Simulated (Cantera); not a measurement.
## Ignition delay

Mixture: C3H8 : O2 : N2 = 1 : 3.85 : 14.6 (molar parts), at 1.40 bar, adiabatic and at constant volume. Ignition delay is the time to a rise of 400 K.

Model: GRI-Mech 3.0 (53 species, 325 reactions), integrated in Cantera. GRI-Mech 3.0 was tuned for natural gas; its chemistry of propane as a main component is partial and can be far from experiment.

| T0 (K) | delay (ms) |
|---|---|
| 1125 | 25.4 |
| 1175 | 8.50 |
| 1225 | 3.07 |
| 1275 | 1.21 |
| 1325 | 0.526 |
| 1375 | 0.252 |
| 1425 | 0.132 |
| 1475 | 0.0752 |

```
Item                                                     Value
--------------------------------------------------  ----------
apparent activation energy between 1375 and 1475 K  200 kJ/mol
```
